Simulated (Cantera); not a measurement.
Cantera with NASA thermochemical tables; ideal gases at 1 bar, condensed phases pure. Values are per mole of reaction as written; species without (g) are pure solids or liquids, kept so even where they would boil at 1 bar.

3 Fe(OH)2 = 2 O3(g) + 3 Fe + 3 H2(g)

| T (K) | ΔH° (kJ) | ΔS° (J/K) | ΔG° (kJ) | log10 K | condensed phases |
|---|---|---|---|---|---|
| 300 | 2005.7 | 688.1 | 1799.2 | -313.27 | Fe(OH)2(s), Fe(α) |
| 823 | [?] | [?] | [?] | [?] | Fe(OH)2(s), Fe(α) |
| 873 | 1977.8 | 636.2 | 1422.4 | -85.11 | Fe(OH)2(s), Fe(α) |
| 923 | [?] | [?] | [?] | [?] | Fe(OH)2(s), Fe(α) |
| 973 | 1974.6 | 632.7 | 1359.0 | -72.95 | Fe(OH)2(s), Fe(α) |
| 1023 | 1974.4 | 632.5 | 1327.3 | -67.77 | Fe(OH)2(s), Fe(α) |
| 1073 | 1976.8 | 634.9 | 1295.7 | -63.07 | Fe(OH)2(s), Fe(α) |
| 1123 | 1975.5 | 633.7 | 1263.9 | -58.79 | Fe(OH)2(s), Fe(α) |
| 1173 | 1972.6 | 631.1 | 1232.3 | -54.87 | Fe(OH)2(s), Fe(α) |
| 1223 | 1972.0 | 630.7 | 1200.7 | -51.28 | Fe(OH)2(s), Fe(γ) |
| 1273 | 1968.7 | 628.0 | 1169.3 | -47.98 | Fe(OH)2(s), Fe(γ) |

Q: Some entries are withheld; supply them.

A: 
- 823, ΔH° (kJ): 1980.0
- 823, ΔS° (J/K): 638.8
- 823, ΔG° (kJ): 1454.3
- 823, log10 K: -92.30
- 923, ΔH° (kJ): 1975.9
- 923, ΔS° (J/K): 634.1
- 923, ΔG° (kJ): 1390.6
- 923, log10 K: -78.70
